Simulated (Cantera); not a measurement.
A Cantera script and what it prints.

```python
import numpy as np
import cantera as ct

gas_names = """
    CL CL2 H HCL H2 Si SiCL SiCL2 SiCL3 SiCL4 SiH SiHCL3 SiH2 SiH2CL2 SiH3 SiH3CL SiH4 Si2 Si3
""".split()
cond_names = """
    Si(cr) Si(L)
""".split()


def load(file, names, dense=False):
    # The tables refer to 1 bar. Condensed volumes are neglected.
    table = {s.name: s for s in ct.Species.list_from_file(file)}
    out = []
    for n in names:
        d = dict(table[n].input_data)
        d["thermo"] = dict(d["thermo"], **{"reference-pressure": 1e5})
        if dense:
            d["equation-of-state"] = {"model": "constant-volume", "density": "1e6 g/cm^3"}
        out.append(ct.Species.from_dict(d))
    return out


gas = ct.Solution(thermo="ideal-gas", species=load("nasa_gas.yaml", gas_names))
cond = {s.name: ct.Solution(thermo="fixed-stoichiometry", species=[s], name=s.name)
        for s in load("nasa_condensed.yaml", cond_names, dense=True)}
atoms = {
    'Si3H8': {'Si': 3, 'H': 8},
    'Cl2': {'CL': 2},
    'H2': {'H': 2},
    'HCl': {'H': 1, 'CL': 1},
}
top_T = {}  # K; cautious upper limits of use, not melting points


def equilibrate(T, P, feed):
    n = {}
    for name, mol in feed.items():
        for a, k in atoms[name].items():
            n[a] = n.get(a, 0.0) + k * mol
    gas.TPX = T, P, n
    mass = sum(n.values()) * gas.mean_molecular_weight
    gas.equilibrate("TP")
    valid = [c for c in cond.values() if c.min_temp <= T <= top_T.get(c.name, c.max_temp)]
    mix = ct.Mixture([(gas, mass / gas.mean_molecular_weight)] + [(c, 0.0) for c in valid])
    mix.T, mix.P = T, P
    mix.equilibrate("TP", solver="vcs", rtol=1e-11, max_steps=5000)
    return mix


results = []
feed = {'Si3H8': 1, 'Cl2': 0.036, 'H2': 170, 'HCl': 0.074}  # mol
T = 1223.15  # K
P = 4500  # Pa
mix = equilibrate(T, P, feed)
results.append((T, P, feed, dict(zip(mix.species_names, mix.species_moles))))
x = sorted(zip(gas.X, gas.species_names), reverse=True)
print(f"T = {T:g} K  P = {P:g} Pa  gas = {mix.phase_moles(0):.4g} mol")
print("   x: " + "  ".join(f"{s} {v:.3e}" for v, s in x if v > 0.0001))
print("   condensed (mol): " + ("  ".join(f"{mix.phase(i).name} {mix.phase_moles(i):.4g}"
      for i in range(1, mix.n_phases) if mix.phase_moles(i) > 1e-12) or "none"))
```

Result:

```
T = 1223.15 K  P = 4500 Pa  gas = 174.1 mol
   x: H2 9.992e-01  HCL 8.350e-04
   condensed (mol): Si(cr) 3
```

Method: chemical equilibrium by Gibbs-energy minimisation in Cantera with the NASA 1993 tables (ideal gas, pure condensed phases). The feed counts by its element totals alone.
